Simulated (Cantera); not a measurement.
Input (Python, Cantera) and output of one run.

```python
import numpy as np
import cantera as ct

gas_names = """
    N N2 Si SiN Si2 Si2N Si3
""".split()
cond_names = """
    Si(cr) Si(L) Si3N4(a)
""".split()


# ... load() reads the species with a 1 bar reference pressure and builds the phases ...
atoms = {
    'Si3N4': {'Si': 3, 'N': 4},
    'Si': {'Si': 1},
    'N2': {'N': 2},
}
top_T = {'Si3N4(a)': 2400}  # K; cautious upper limits of use, not melting points


# ... equilibrate(T, P, feed) seeds the gas with the atoms and calls Mixture.equilibrate('TP', solver="vcs", rtol=1e-11, max_steps=5000) ...
results = []
feed = {'Si3N4': 1, 'Si': 0.014, 'N2': 0.65}  # mol
T = 2898  # K
for P in [1, 16, 250, 4000, 63000, 1000000]:
    mix = equilibrate(T, P, feed)
    results.append((T, P, feed, dict(zip(mix.species_names, mix.species_moles))))

top = {s: max(r[3][s] / sum(r[3][g] for g in gas_names) for r in results) for s in gas_names}
cols = sorted((s for s in top if top[s] > 1e-05), key=lambda s: -top[s])[:7]
seen = [c for c in cond_names if any(r[3].get(c, 0) > 1e-12 for r in results)]
print("log10 of partial pressures in bar; condensed amounts in mol")
print(f"{'P/Pa':>10s}" + "".join(f"{s[:9]:>10s}" for s in cols + seen))
for T, P, feed, n in results:
    ng = sum(n[g] for g in gas_names)
    print(f"{P:10.4g}" + "".join(f"{np.log10(max(n[s] / ng * P / 1e5, 1e-99)):10.3f}" for s in cols)
          + "".join(f"{n.get(c, 0):10.4g}" for c in seen))
```

It prints:

```
log10 of partial pressures in bar; condensed amounts in mol
      P/Pa        N2        Si       Si2       SiN      Si2N         N       Si3     Si(L)
         1    -5.331    -5.274   -10.695    -9.160   -13.380    -7.817   -15.580         0
        16    -4.126    -4.070    -8.287    -7.354   -10.370    -7.215   -11.968         0
       250    -2.932    -2.877    -5.901    -5.564    -7.387    -6.618    -8.389         0
      4000    -1.725    -1.685    -3.517    -3.768    -4.400    -6.014    -4.813         0
   6.3e+04    -0.251    -1.211    -2.568    -2.557    -2.713    -5.277    -3.389     2.662
     1e+06     0.996    -1.211    -2.568    -1.933    -2.089    -4.654    -3.389     2.988
```

Cantera equilibrium calculation (NASA polynomials, part measured and part estimated; ideal gas, pure solids and liquids). The tables' values for SiN are old estimates; treat these amounts as uncertain.
